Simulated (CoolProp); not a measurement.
R1336mzz(Z) along the isotherm 485.2 K: fugacity coefficient from the reference equation and from simpler models built on Tc = 444.5 K, pc = 29.04 bar, ω = 0.386; each cubic takes its own stable root.

Model: reference Helmholtz-energy equation of state, McLinden 2020, in CoolProp.

| p (bar) | phase | reference |
|---|---|---|
| 9.07 | gas | 0.9212 |
| 18.1 | gas | 0.8455 |
| 27.2 | gas | 0.7716 |
| 36.3 | supercritical | 0.6998 |
| 45.4 | supercritical | 0.6307 |
| 54.4 | supercritical | 0.5686 |
| 63.5 | supercritical | 0.5174 |
| 72.6 | supercritical | 0.4773 |

Problem. How far does each simpler model (van der Waals, Soave-Redlich-Kwong) lie from the reference over these 8 states: mean and median of the absolute difference, and the worst?

Solution. 
- van der Waals: mean 0.8 %, median 0.8 %, worst -1.4 % at 485.2 K and 45.4 bar
- Soave-Redlich-Kwong: mean 3.1 %, median 2.6 %, worst +7.0 % at 485.2 K and 72.6 bar
